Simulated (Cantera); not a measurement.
An isothermal, constant-pressure homogeneous reactor starts with CH₄ : N₂ = 1 : 62 (molar parts), at 1348 K and 35000 Pa. Integrator tolerance rtol = 1e-08.

Cantera simulation using GRI-Mech 3.0 (53 species, 325 reactions); the numbers are that mechanism's predictions, not measurements. GRI-Mech 3.0 stops at C3 and has no aromatics, soot or wall deposition, so with more carbon than oxygen in the feed, carbon stays in small species such as C2H2 where larger ones or solid carbon would form.

Question: What does this change do: pressure from 35000 Pa to 180000 Pa?

Answer: 
```
quantity                                              before                                      after
-----------------  -----------------------------------------  -----------------------------------------
x(CH₄) at 60.0 s    0.00870 (gas-phase equilibrium 0.000207)   0.00517 (gas-phase equilibrium 0.000940)
x(HCN) at 60.0 s     8.81e-10 (gas-phase equilibrium 0.0134)    5.56e-10 (gas-phase equilibrium 0.0127)
x(C₂H) at 60.0 s   5.26e-11 (gas-phase equilibrium 1.74e-11)  3.79e-11 (gas-phase equilibrium 7.14e-12)
x(C₂H₆) at 60.0 s    3.62e-6 (gas-phase equilibrium 3.21e-9)    1.50e-6 (gas-phase equilibrium 6.98e-8)
x(H) at 60.0 s       2.42e-7 (gas-phase equilibrium 5.99e-7)    1.78e-7 (gas-phase equilibrium 2.57e-7)
x(C₂H₄) at 60.0 s    4.47e-5 (gas-phase equilibrium 1.26e-5)   0.000225 (gas-phase equilibrium 5.62e-5)
```

Question: What does this change do: pressure from 35000 Pa to 12.0 Pa?

Answer: 
| quantity | before | after |
|---|---|---|
| x(CH₄) at 60.0 s | 0.00870 (gas-phase equilibrium 0.000207) | 0.0159 (gas-phase equilibrium 7.32e-8) |
| x(HCN) at 60.0 s | 8.81e-10 (gas-phase equilibrium 0.0134) | <1e-12 (gas-phase equilibrium 0.0135) |
| x(C₂H) at 60.0 s | 5.26e-11 (gas-phase equilibrium 1.74e-11) | <1e-12 (gas-phase equilibrium 9.58e-10) |
| x(C₂H₆) at 60.0 s | 3.62e-6 (gas-phase equilibrium 3.21e-9) | 4.24e-10 (gas-phase equilibrium <1e-12) |
| x(H) at 60.0 s | 2.42e-7 (gas-phase equilibrium 5.99e-7) | 1.07e-9 (gas-phase equilibrium 3.25e-5) |
| x(C₂H₄) at 60.0 s | 4.47e-5 (gas-phase equilibrium 1.26e-5) | 3.53e-8 (gas-phase equilibrium 4.51e-9) |
Radical loss at walls, strong at low pressure, is not modelled.

Question: What does this change do: CH4 1 to 5 parts?

Answer: 
```
quantity                                              before                                      after
-----------------  -----------------------------------------  -----------------------------------------
x(CH₄) at 60.0 s    0.00870 (gas-phase equilibrium 0.000207)     0.0405 (gas-phase equilibrium 0.00571)
x(HCN) at 60.0 s     8.81e-10 (gas-phase equilibrium 0.0134)    2.19e-10 (gas-phase equilibrium 0.0411)
x(C₂H) at 60.0 s   5.26e-11 (gas-phase equilibrium 1.74e-11)  9.58e-11 (gas-phase equilibrium 9.20e-11)
x(C₂H₆) at 60.0 s    3.62e-6 (gas-phase equilibrium 3.21e-9)    1.20e-5 (gas-phase equilibrium 5.92e-7)
x(H) at 60.0 s       2.42e-7 (gas-phase equilibrium 5.99e-7)    4.46e-7 (gas-phase equilibrium 1.22e-6)
x(C₂H₄) at 60.0 s    4.47e-5 (gas-phase equilibrium 1.26e-5)  0.000480 (gas-phase equilibrium 0.000563)
```
